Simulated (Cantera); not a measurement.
Input (Python, Cantera):

```python
import numpy as np
import cantera as ct

gas = ct.Solution("SiF4_NH3_mec.yaml", "gas")
gas.TPX = 1500, 43000, {'NH3': 1, 'H2': 2.5}
inlet = ct.Reservoir(gas, clone=True)

reactor = ct.IdealGasConstPressureReactor(gas, energy="off", clone=False)
exhaust = ct.Reservoir(gas, clone=True)
tau = [11, 2.7, 0.65, 0.16, 0.039, 0.0095, 0.0023, 0.00056, 0.00014][0]
for a, b in ((inlet, reactor), (reactor, exhaust)):
    ct.MassFlowController(a, b, mdot=lambda t: reactor.mass / tau)
net = ct.ReactorNet([reactor])
show = ['NH3', 'H2', 'NH2', 'NH', 'N2', 'H']

rows = []
print(f"{'tau/s':>10s}{'T/K':>9s}" + "".join(f"{s:>11s}" for s in show))
for tau in [11, 2.7, 0.65, 0.16, 0.039, 0.0095, 0.0023, 0.00056, 0.00014]:
    net.initial_time = 0.0
    net.advance(30 * tau)
    before = gas.X
    net.advance(40 * tau)
    drift = np.max(np.abs(gas.X - before) / (gas.X + 1e-9))
    rows.append([gas.T, *gas[show].X, drift])
    print(f"{tau:10.3e}{gas.T:9.1f}" + "".join(f"{x:11.3e}" for x in gas[show].X))
```

Output:

```
     tau/s      T/K        NH3         H2        NH2         NH         N2          H
 1.100e+01   1500.0  2.710e-01  7.232e-01  1.518e-05  3.701e-08  5.699e-03  1.835e-05
 2.700e+00   1500.0  2.819e-01  7.166e-01  1.568e-05  3.797e-08  1.491e-03  1.806e-05
 6.500e-01   1500.0  2.848e-01  7.148e-01  1.567e-05  3.754e-08  3.576e-04  1.782e-05
 1.600e-01   1500.0  2.855e-01  7.144e-01  1.509e-05  3.474e-08  8.096e-05  1.711e-05
 3.900e-02   1500.0  2.857e-01  7.143e-01  1.276e-05  2.485e-08  1.366e-05  1.446e-05
 9.500e-03   1500.0  2.857e-01  7.143e-01  6.697e-06  6.853e-09  8.340e-07  7.586e-06
 2.300e-03   1500.0  2.857e-01  7.143e-01  1.871e-06  5.356e-10  1.395e-08  2.120e-06
 5.600e-04   1500.0  2.857e-01  7.143e-01  4.598e-07  3.227e-11  1.634e-10  5.208e-07
 1.400e-04   1500.0  2.857e-01  7.143e-01  1.150e-07  1.999e-12  1.322e-12  1.302e-07
```

Detailed kinetics in Cantera: the gas-phase N/H chemistry of the illustrative SiF4/NH3 mechanism in the Surface Chemkin manual (1991). Walls and surfaces, which speed up NH3 decomposition in real reactors, are not modelled.
